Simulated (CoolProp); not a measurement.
A simple Rankine cycle with R113: condensing at 321.15 K, boiler at 1.11 MPa, turbine inlet 422.8 K, turbine efficiency 0.85, pump efficiency 0.6, no recuperator. Each further row changes one setting.

Model: reference Helmholtz-energy equation of state, Marx 1992, in CoolProp.

| case | thermal efficiency (%) | net work (kJ/kg) | heat in (kJ/kg) | turbine exit temperature (K) | volume ratio over the turbine |
|---|---|---|---|---|---|
| as stated | 14.8 | 30.3 | 204 | 363.4 | 11.5 |
| turbine inlet 442.8 K | 14.7 | 32.6 | 222 | 384.1 | 11.1 |
| condensing temperature 313.15 K | 16.0 | 33.8 | 212 | 358.0 | 15.0 |
| boiler pressure 0.777 MPa | 13.0 | 27.3 | 210 | 375.0 | 7.60 |
| turbine efficiency 0.75 | 13.0 | 26.6 | 204 | 368.5 | 11.7 |
